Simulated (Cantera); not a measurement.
## Adiabatic ignition

An adiabatic, constant-volume homogeneous reactor starts with CH₄ : O₂ : N₂ = 1 : 2.44 : 9.17 (molar parts), equivalence ratio 0.82, at 1650 K and 1600000 Pa.

Detailed kinetics in Cantera: GRI-Mech 3.0 (53 species, 325 reactions). The pressure lies above the range GRI-Mech 3.0 was tuned for (to about 10 atm). Above 3000 K some thermodynamic fits are extrapolated.

```tsv
t (s)	T (K)	P (bar)	x CH₄	x O₂	x NO	x N₂O	x H₂
4.00e-6	1650	16.0	0.0792	0.193	<1e-12	9.28e-10	1.63e-5
8.72e-6	1652	16.0	0.0786	0.193	5.59e-12	3.67e-9	9.02e-5
1.90e-5	1671	16.2	0.0748	0.191	5.25e-11	2.07e-8	0.000824
4.14e-5	3123	31.1	<1e-12	0.0389	0.00740	5.57e-6	0.00815
9.02e-5	3104	30.9	<1e-12	0.0341	0.0188	5.95e-6	0.00827
0.000197	3102	30.9	<1e-12	0.0334	0.0202	6.03e-6	0.00829
0.000428	3102	30.9	<1e-12	0.0334	0.0203	6.04e-6	0.00829
0.000934	3102	30.9	<1e-12	0.0334	0.0203	6.04e-6	0.00829
0.00203	3102	30.9	<1e-12	0.0334	0.0203	6.04e-6	0.00829
0.00443	3102	30.9	<1e-12	0.0334	0.0203	6.04e-6	0.00829
0.00966	3102	30.9	<1e-12	0.0334	0.0203	6.04e-6	0.00829
0.0211	3102	30.9	<1e-12	0.0334	0.0203	6.04e-6	0.00829
0.0459	3102	30.9	<1e-12	0.0334	0.0203	6.04e-6	0.00829
0.100	3102	30.9	<1e-12	0.0334	0.0203	6.04e-6	0.00829
```
x: mole fraction; the columns are a selection and need not sum to one.

```
Property                                                           Value
---------------------------------  -------------------------------------
time of steepest temperature rise                                30.2 µs
temperature at 0.100 s                                            3102 K
equilibrium temperature                                           3102 K
x(CH₄) at 0.100 s                  <1e-12 (gas-phase equilibrium <1e-12)
x(O₂) at 0.100 s                   0.0334 (gas-phase equilibrium 0.0334)
x(NO) at 0.100 s                   0.0203 (gas-phase equilibrium 0.0203)
```
